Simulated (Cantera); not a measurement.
What does this Cantera script print?

```python
import numpy as np
import cantera as ct

gas_names = """
    CL CL2 H HCL H2 N NH NH2 NH3 N2 N2H2 N2H4 Si SiCL SiCL2 SiCL3 SiCL4 SiH SiHCL3 SiH2 SiH2CL2 SiH3
    SiH3CL SiH4 SiN Si2 Si2N Si3
""".split()
cond_names = """
    NH4CL(a) NH4CL(b) Si(cr) Si(L) Si3N4(a)
""".split()


def load(file, names, dense=False):
    # The tables refer to 1 bar. Condensed volumes are neglected.
    table = {s.name: s for s in ct.Species.list_from_file(file)}
    out = []
    for n in names:
        d = dict(table[n].input_data)
        d["thermo"] = dict(d["thermo"], **{"reference-pressure": 1e5})
        if dense:
            d["equation-of-state"] = {"model": "constant-volume", "density": "1e6 g/cm^3"}
        out.append(ct.Species.from_dict(d))
    return out


gas = ct.Solution(thermo="ideal-gas", species=load("nasa_gas.yaml", gas_names))
cond = {s.name: ct.Solution(thermo="fixed-stoichiometry", species=[s], name=s.name)
        for s in load("nasa_condensed.yaml", cond_names, dense=True)}
atoms = {
    'SiCl4': {'Si': 1, 'CL': 4},
    'NH3': {'N': 1, 'H': 3},
    'N2': {'N': 2},
}
top_T = {'Si3N4(a)': 2400}  # K; cautious upper limits of use, not melting points


def equilibrate(T, P, feed):
    n = {}
    for name, mol in feed.items():
        for a, k in atoms[name].items():
            n[a] = n.get(a, 0.0) + k * mol
    gas.TPX = T, P, n
    mass = sum(n.values()) * gas.mean_molecular_weight
    gas.equilibrate("TP")
    valid = [c for c in cond.values() if c.min_temp <= T <= top_T.get(c.name, c.max_temp)]
    mix = ct.Mixture([(gas, mass / gas.mean_molecular_weight)] + [(c, 0.0) for c in valid])
    mix.T, mix.P = T, P
    mix.equilibrate("TP", solver="vcs", rtol=1e-11, max_steps=5000)
    return mix


results = []
feed = {'SiCl4': 1, 'NH3': 0.2, 'N2': 53}  # mol
for P in [5, 13, 36, 98, 260, 710, 1900, 5100, 14000, 37000, 100000]:
    for T in [1198, 1298, 1398, 1498, 1598, 1698, 1798, 1898, 1998]:
        mix = equilibrate(T, P, feed)
        results.append((T, P, feed, dict(zip(mix.species_names, mix.species_moles))))

for T, P, feed, n in results:
    print(f"{T:7g} {P:10.4g}  " + (" + ".join(c for c in cond_names if n.get(c, 0) > 1e-12) or "gas only"))
```

Result:

```
   1198          5  gas only
   1298          5  gas only
   1398          5  gas only
   1498          5  gas only
   1598          5  gas only
   1698          5  gas only
   1798          5  gas only
   1898          5  gas only
   1998          5  gas only
   1198         13  gas only
   1298         13  gas only
   1398         13  gas only
   1498         13  gas only
   1598         13  gas only
   1698         13  gas only
   1798         13  gas only
   1898         13  gas only
   1998         13  gas only
   1198         36  gas only
   1298         36  gas only
   1398         36  gas only
   1498         36  gas only
   1598         36  gas only
   1698         36  gas only
   1798         36  gas only
   1898         36  gas only
   1998         36  gas only
   1198         98  Si3N4(a)
   1298         98  gas only
   1398         98  gas only
   1498         98  gas only
   1598         98  gas only
   1698         98  gas only
   1798         98  gas only
   1898         98  gas only
   1998         98  gas only
   1198        260  Si3N4(a)
   1298        260  gas only
   1398        260  gas only
   1498        260  gas only
   1598        260  gas only
   1698        260  gas only
   1798        260  gas only
   1898        260  gas only
   1998        260  gas only
   1198        710  Si3N4(a)
   1298        710  Si3N4(a)
   1398        710  gas only
   1498        710  gas only
   1598        710  gas only
   1698        710  gas only
   1798        710  gas only
   1898        710  gas only
   1998        710  gas only
   1198       1900  Si3N4(a)
   1298       1900  Si3N4(a)
   1398       1900  gas only
   1498       1900  gas only
   1598       1900  gas only
   1698       1900  gas only
   1798       1900  gas only
   1898       1900  gas only
   1998       1900  gas only
   1198       5100  Si3N4(a)
   1298       5100  Si3N4(a)
   1398       5100  gas only
   1498       5100  gas only
   1598       5100  gas only
   1698       5100  gas only
   1798       5100  gas only
   1898       5100  gas only
   1998       5100  gas only
   1198    1.4e+04  Si3N4(a)
   1298    1.4e+04  Si3N4(a)
   1398    1.4e+04  Si3N4(a)
   1498    1.4e+04  gas only
   1598    1.4e+04  gas only
   1698    1.4e+04  gas only
   1798    1.4e+04  gas only
   1898    1.4e+04  gas only
   1998    1.4e+04  gas only
   1198    3.7e+04  Si3N4(a)
   1298    3.7e+04  Si3N4(a)
   1398    3.7e+04  Si3N4(a)
   1498    3.7e+04  gas only
   1598    3.7e+04  gas only
   1698    3.7e+04  gas only
   1798    3.7e+04  gas only
   1898    3.7e+04  gas only
   1998    3.7e+04  gas only
   1198      1e+05  Si3N4(a)
   1298      1e+05  Si3N4(a)
   1398      1e+05  Si3N4(a)
   1498      1e+05  Si3N4(a)
   1598      1e+05  gas only
   1698      1e+05  gas only
   1798      1e+05  gas only
   1898      1e+05  gas only
   1998      1e+05  gas only
```

These are equilibrium values from Cantera (NASA tables, ideal gas, pure condensed phases), not measurements of a reactor. The tables' values for SiCl3 are old estimates.
